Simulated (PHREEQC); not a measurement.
Solution (20 °C): 1.3 mol/kgw NaBr, 0.0015 mol/kgw Na2B4O7 and 4.1 mol/kgw KBr. Closed to the air; pH follows from the charge balance.

The numbers come from PHREEQC with the Pitzer model, pitzer.dat.

**Question.** The ionic strength comes out as 5.40 mol/kgw. What activity coefficients do Br-, Na+, B(OH)4-, K+, OH- get?

**Answer.** Br- 0.65, Na+ 1.0, B(OH)4- 0.40, K+ 0.64, OH- 0.48. Single-ion values are on the MacInnes scale.

No solid was allowed to form. In brines, pH and single-ion activities rest on the MacInnes convention.
